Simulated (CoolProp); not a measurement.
Saturation properties of hexamethyldisiloxane (MM) (Tc = 245.6 °C, pc = 1.931 MPa, ω = 0.418).

Values from CoolProp's reference Helmholtz-energy equation of state, Thol 2016.

| T (°C) | p (MPa) | vapour density (kg/m³) |
|---|---|---|
| 138.85 | 0.2731 | 14.84 |
| 149.45 | ___ | 18.86 |
| 159.95 | 0.4327 | 23.72 |
| 170.45 | 0.5345 | 29.67 |
| 180.95 | 0.6536 | ___ |
| 191.45 | 0.7921 | 46.05 |
| 202.05 | 0.9538 | 57.61 |
| 212.55 | ___ | 72.47 |
| 223.05 | 1.352 | 92.69 |
| 233.55 | ___ | 123.3 |

Problem. Some entries are withheld; supply them.

Solution. 
- 149.45, p (MPa): 0.3463
- 180.95, vapour density (kg/m³): 36.98
- 212.55, p (MPa): 1.139
- 233.55, p (MPa): 1.597

It boils at 100.5 °C under 1 atm.
